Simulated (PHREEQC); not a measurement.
Acid mine or pickling water

Model water analysis in mmol/kgw, 20 °C, pH 1.97, pe 12.3:

```json
[
 {"constituent": "Na", "mmol/kgw": "2.14"},
 {"constituent": "K", "mmol/kgw": "0.0186"},
 {"constituent": "Ca", "mmol/kgw": "12.2"},
 {"constituent": "Mg", "mmol/kgw": "0.449"},
 {"constituent": "Cl", "mmol/kgw": "9.11"},
 {"constituent": "S(6)", "mmol/kgw": "19.5"},
 {"constituent": "Fe(3)", "mmol/kgw": "0.0192"}
]
```

Cl is adjusted to close the charge balance.
Valence states are taken as typed.

Model: ion-association model, phreeqc.dat, run in PHREEQC.

Precipitation was switched off in this run.

**Question.** Estimate the ionic strength.

**Answer.** ionic strength 0.0522 mol/kgw.

**Question.** In which forms is S present?

**Answer.** SO4-2 53 %, HSO4- 28 %, CaSO4 17 %, CaHSO4+ 1.4 %, MgSO4 0.7 % of the S.

The solution is supersaturated, for example in Hematite (slow to form), Goethite (slow to form), so a real one may precipitate; this is no full list. Species that the database lacks are ignored.
